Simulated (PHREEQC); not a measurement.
A solution holds 36 mmol/kgw CuSO4 and 4.2 mmol/kgw NaHCO3, at 25 °C. Closed to the air; pH follows from the charge balance.

Equilibrium calculation in PHREEQC: ion-association model, wateq4f.dat.

| quantity | before | after |
|---|---|---|
| pH | 5.55 | 4.89 |
| ionic strength (mol/kgw) | 0.0869 | 0.0845 |
| SO4-2 (mol/kgw) | 0.0222 | 0.0215 |
| HSO4- (mol/kgw) | 3.05e-6 | 3.92e-5 |

Question: Which change was made?
A. temperature from 25 to 70 °C
B. NaHCO3 from 0.0042 to 0.042 mol/kgw
C. NaHCO3 left out
D. CuSO4 from 0.036 to 0.018 mol/kgw
E. CuSO4 replaced by MnSO4 at the same molality

Answer: A, temperature from 25 to 70 °C

This is a speciation only: nothing precipitates in the calculation. Some of these states are supersaturated (in Malachite, Brochantite, Cu(OH)2, for instance). Away from 25 °C the constants follow the database's enthalpies or fits; those with neither stay at their 25 °C values.
